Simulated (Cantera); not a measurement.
Input (Python, Cantera):

```python
import numpy as np
import cantera as ct

surf = ct.Interface("diamond.yaml", "diamond_100")
gas, bulk = surf.adjacent["gas"], surf.adjacent["diamond"]
k = surf.kinetics_species_index(bulk.species_names[0])
cover = ["c6HH", "c6H*", "c6*H", "c6**", "c6HM", "c6B"]

rows, drift = [], 0.0
print(f"{'xCH3':>10s}{'um/h':>11s}" + "".join(f"{s:>11s}" for s in cover))
for v in [1e-06, 2.1e-06, 4.5e-06, 9.7e-06, 2.1e-05, 4.4e-05, 9.3e-05, 0.0002, 0.00042]:
    T, P, xH, xCH3 = 1000, 15000, 0.02, v
    gas.TPX = T, P, {"H": xH, "CH3": xCH3, "CH4": 0.021, "H2": 1 - xH - xCH3 - 0.021}
    surf.TP = bulk.TP = T, P
    surf.coverages = "c6H*:0.1, c6HH:0.9"
    surf.advance_coverages(100.0)
    before = surf.coverages
    surf.advance_coverages(100.0)
    drift = max(drift, np.max(np.abs(surf.coverages - before) / (surf.coverages + 1e-9)))
    rate = surf.net_production_rates[k] * bulk.mean_molecular_weight / bulk.density * 3.6e9
    rows.append([rate, *surf[cover].coverages])
    print(f"{v:10.4g}{rate:11.4e}" + "".join(f"{x:11.3e}" for x in rows[-1][1:]))
```

Result:

```
      xCH3       um/h       c6HH       c6H*       c6*H       c6**       c6HM        c6B
     1e-06 7.9864e-02  5.966e-01  1.895e-02  3.745e-01  9.896e-03  2.736e-05  2.167e-10
   2.1e-06 1.6771e-01  5.965e-01  1.894e-02  3.745e-01  9.895e-03  5.746e-05  4.551e-10
   4.5e-06 3.5933e-01  5.965e-01  1.894e-02  3.745e-01  9.894e-03  1.231e-04  9.751e-10
   9.7e-06 7.7439e-01  5.964e-01  1.894e-02  3.744e-01  9.892e-03  2.653e-04  2.101e-09
   2.1e-05 1.6757e+00  5.961e-01  1.893e-02  3.743e-01  9.886e-03  5.741e-04  4.547e-09
   4.4e-05 3.5076e+00  5.956e-01  1.891e-02  3.739e-01  9.874e-03  1.202e-03  9.518e-09
   9.3e-05 7.3984e+00  5.946e-01  1.888e-02  3.732e-01  9.850e-03  2.535e-03  2.008e-08
    0.0002 1.5839e+01  5.922e-01  1.880e-02  3.717e-01  9.797e-03  5.427e-03  4.298e-08
   0.00042 3.2955e+01  5.875e-01  1.865e-02  3.686e-01  9.689e-03  1.129e-02  8.943e-08
```

Model: the Harris–Goodwin 1993 mechanism for the reconstructed diamond (100) surface, integrated in Cantera.
